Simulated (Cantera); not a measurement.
A freely propagating, adiabatic, planar premixed flame of 49.4 % H2, 12.3 % O2, 38.3 % N2, equivalence ratio 2.0, unburnt at 598 K and 645 Torr; mixture-averaged transport, grid criteria slope 0.08 and curve 0.16, no radiation.

Detailed kinetics in Cantera: the H2/O2 subset of GRI-Mech 3.0, which has no nitrogen chemistry. Burning velocities carry a grid error of a few per cent, more on coarse grids.

Q: Predict: laminar burning velocity; thermal thickness; peak x(H); peak x(O); peak x(H2O2); peak x(OH).

A: 
- laminar burning velocity: 998 cm/s
- thermal thickness: 0.534 mm
- peak x(H): 0.111
- peak x(O): 0.00528
- peak x(H2O2): 7.40e-6
- peak x(OH): 0.00706
